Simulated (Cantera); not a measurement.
Input: 1 mol CuO, 5.3 mol CH₄, 0.031 mol CO, 2.8 mol C, equilibrated at 0.0410 bar.

Cantera equilibrium calculation (NASA polynomials, part measured and part estimated; ideal gas, pure solids and liquids). Candidate condensed phases: C, C₆H₆, C₇H₈, C₈H₁₈, Cu, CuO, Cu(OH)₂, Cu₂O, H₂O; 113 gas species. The numbers say what is thermodynamically allowed, not how fast it happens.

### Question
What share of the Cu ends up in condensed phases as a function of T (K), at 1323, 1373, 1423, 1473, 1523, 1573, 1623, 1673, 1723, 1773, 1823, 1873, 1923?

### Answer
```csv
T (K),Cu condensed (%),as
1323,100.0,Cu(s)
1373,100.0,Cu(l)
1423,99.9,Cu(l)
1473,99.9,Cu(l)
1523,99.7,Cu(l)
1573,99.2,Cu(l)
1623,98.4,Cu(l)
1673,96.8,Cu(l)
1723,93.9,Cu(l)
1773,88.7,Cu(l)
1823,79.6,Cu(l)
1873,64.2,Cu(l)
1923,38.5,Cu(l)
```
